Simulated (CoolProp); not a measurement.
Ammonia at several states: density (kg/m³) from the reference equation and from simpler models built on Tc = 405.6 K, pc = 11360 kPa, ω = 0.256; each cubic takes its own stable root.

Computed with CoolProp (reference Helmholtz-energy equation of state, Gao 2020).

```csv
T (K),p (kPa),phase,reference,Soave-Redlich-Kwong,Peng-Robinson
563.1,2920,gas,10.93,10.89,10.96
435.2,45500,supercritical,445.0,347.1,383.3
649.3,15500,supercritical,52.91,51.31,52.62
212.7,467,liquid,714.2,562.9,633.7
326.4,2070,gas,15.80,15.08,15.23
```
